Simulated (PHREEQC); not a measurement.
**Buffer (model solution)**

Consider water at 41 °C with 0.0044 mol/kgw HF, 0.035 mol/kgw Na2SO4 and 0.0011 mol/kgw NaCl. It is in equilibrium with CO2 at log p = 0 (atm). Otherwise closed; pH follows from the charge balance.

All values are PHREEQC results (ion-association model, phreeqc.dat), not measurements.

```yaml
pH: 3.16
ionic_strength: 0.0975 mol/kgw
specific_conductance: 9190 µS/cm
density: 0.996 g/cm³
total_alkalinity: -4.40 meq/kg
```

```json
[
 {"species": "Na+", "molality": "0.0671", "activity": "0.0524", "log γ": "-0.107"},
 {"species": "SO4-2", "molality": "0.0296", "activity": "0.0109", "log γ": "-0.436"},
 {"species": "CO2", "molality": "0.0226", "activity": "0.0231", "log γ": "0.010"},
 {"species": "NaSO4-", "molality": "0.00400", "activity": "0.00314", "log γ": "-0.105"},
 {"species": "HF", "molality": "0.00220", "activity": "0.00225", "log γ": "0.010"},
 {"species": "F-", "molality": "0.00212", "activity": "0.00161", "log γ": "-0.120"},
 {"species": "HSO4-", "molality": "0.00136", "activity": "0.00106", "log γ": "-0.110"},
 {"species": "Cl-", "molality": "0.00110", "activity": "0.000839", "log γ": "-0.118"},
 {"species": "H+", "molality": "0.000843", "activity": "0.000693", "log γ": "-0.085"},
 {"species": "NaF", "molality": "4.73e-5", "activity": "4.84e-5", "log γ": "0.010"},
 {"species": "HCO3-", "molality": "2.15e-5", "activity": "1.68e-5", "log γ": "-0.105"},
 {"species": "HF2-", "molality": "1.96e-5", "activity": "1.52e-5", "log γ": "-0.110"}
]
```

Precipitation was switched off in this run. At this temperature some constants are extrapolated from 25 °C, and those without enthalpy data are left unchanged.
